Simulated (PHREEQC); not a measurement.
Solution (56 °C): 0.015 mol NH4Cl, 0.26 mol K2HPO4, 0.00064 mol NaCl and 0.28 mol NH4HS per kg of water. Closed to the air; pH follows from the charge balance.

The numbers come from PHREEQC with the ion-association model, wateq4f.dat.

The pH is 7.59 and the ionic strength comes out as 0.967 mol/kgw. The activity of water is 0.977 and the total alkalinity is 540 meq/kg.

```csv
species,molality,activity,log γ
K+,0.491,0.287,-0.233
HS-,0.266,0.150,-0.248
NH4+,0.263,0.203,-0.111
HPO4-2,0.212,0.0332,-0.806
NH3,0.0322,0.0322,0.000
KHPO4-,0.0289,0.0186,-0.192
H2PO4-,0.0185,0.0119,-0.192
Cl-,0.0156,0.00914,-0.233
H2S,0.0138,0.0173,0.097
Na+,0.000598,0.000416,-0.158
PO4-3,6.58e-5,1.01e-6,-1.814
NaHPO4-,4.19e-5,2.69e-5,-0.192
S-2,3.07e-5,4.79e-6,-0.806
OH-,4.97e-6,2.81e-6,-0.248
H3PO4,5.07e-8,6.34e-8,0.097
H+,3.54e-8,2.60e-8,-0.135
```

Precipitation was switched off in this run. Caution: at this ionic strength the ion-association model is outside its range; a Pitzer model would be the better tool where its parameters exist. H3PO4, which wateq4f.dat lacks, is added to it with the constant of phreeqc.dat. At this temperature some constants are extrapolated from 25 °C, and those without enthalpy data are left unchanged. The polysulfide entries of wateq4f.dat were taken out for this run.
